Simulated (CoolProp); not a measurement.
Properties of nitrous oxide along the isobar 898 kPa.

The numbers come from the reference Helmholtz-energy equation of state, Lemmon 2006 in CoolProp. It is a short technical equation, of lower accuracy than the large ones.

| T (K) | phase | cp (kJ/(kg K)) | speed of sound (m/s) | isothermal compressibility (1/MPa) | expansivity (1/kK) | fugacity coefficient |
|---|---|---|---|---|---|---|
| 211.7 | liquid | 1.760 | 964.9 | 0.001770 | 2.824 | 0.4252 |
| 225.8 | liquid | 1.809 | [?] | 0.002340 | 3.184 | 0.7273 |
| 239.8 | gas | 1.020 | 227.0 | 1.264 | 6.064 | 0.9046 |
| 253.9 | gas | [?] | 236.2 | 1.229 | 5.260 | [?] |
| 268 | gas | [?] | 244.4 | [?] | 4.714 | 0.9330 |
| 282 | gas | 0.9418 | 251.9 | 1.188 | 4.308 | 0.9429 |
| 296.1 | gas | 0.9414 | 259.0 | 1.176 | 3.983 | 0.9510 |
| 310.2 | gas | 0.9447 | 265.8 | 1.166 | 3.714 | [?] |
| 324.3 | gas | 0.9501 | 272.2 | 1.158 | 3.487 | 0.9633 |
| 338.3 | gas | 0.9568 | 278.4 | 1.152 | 3.293 | 0.9680 |
| 352.4 | gas | 0.9644 | 284.4 | 1.147 | [?] | 0.9720 |
| 366.5 | gas | 0.9725 | 290.2 | 1.142 | 2.969 | 0.9754 |
| 380.6 | gas | 0.9810 | 295.8 | 1.139 | 2.834 | 0.9784 |
| 394.6 | gas | 0.9897 | 301.3 | 1.136 | 2.712 | 0.9809 |

Question: Fill in the missing entries.

Answer: 
- 225.8, speed of sound (m/s): 873.6
- 253.9, cp (kJ/(kg K)): 0.9694
- 253.9, fugacity coefficient: 0.9206
- 268, cp (kJ/(kg K)): 0.9489
- 268, isothermal compressibility (1/MPa): 1.205
- 310.2, fugacity coefficient: 0.9577
- 352.4, expansivity (1/kK): 3.121
